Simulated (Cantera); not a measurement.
## SiO₂ + C + N₂ (sublimation and decomposition of ceramics)

Charge: 1 mol SiO₂, 0.071 mol C, 3.6 mol N₂, equilibrated at 1900 K and 1 atm.

Equilibrium computed with Cantera from the NASA thermochemical tables; the gas is ideal and each condensed phase is pure. Candidate condensed phases: C, Si, SiC, SiO₂, Si₂N₂O, Si₃N₄; 34 gas species. Mutual solubility and eutectic melting of coexisting phases are not modelled. The tables hold silica as quartz up to 1696 K and as liquid above; real silica turns to tridymite and cristobalite and melts near 1996 K. The numbers say what is thermodynamically allowed, not how fast it happens.

```
Item                                         Value
--------------------------------------  ----------
x(N₂)                                        0.971
x(CO)                                       0.0192
x(SiO)                                     0.00963
x(CO₂)                                     6.48e-6
n(SiO₂(condensed))                       0.941 mol
n(Si₂N₂O(s))                            0.0118 mol
gas amount                               3.695 mol
log10 activity of Si(l) (absent)             -2.20
log10 activity of C(graphite) (absent)       -2.61
```
